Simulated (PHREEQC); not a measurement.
Synthetic water in mg/L, 20 °C, pH 6.97, pe 11.6:

| constituent | mg/L |
|---|---|
| Na | 1.5 |
| K | 0.0181 |
| Ca | 0.203 |
| Mg | 0.622 |
| Cl | 2.96 |
| S(6) as SO4 | 0.46 |
| Alkalinity as HCO3 | 2.17 |
| Cd | 0.015 |
| Ba | 0.29 |

Valence states are taken as typed.

All values are PHREEQC results (ion-association model, phreeqc.dat), not measurements.

No solid was allowed to form.

Task: Estimate the charge-balance error.

Result: charge-balance error 1.1 %.

Task: In which forms is C present?

Result: HCO3- 80 %, CO2 20 % of the C.

Species that the database lacks are ignored.
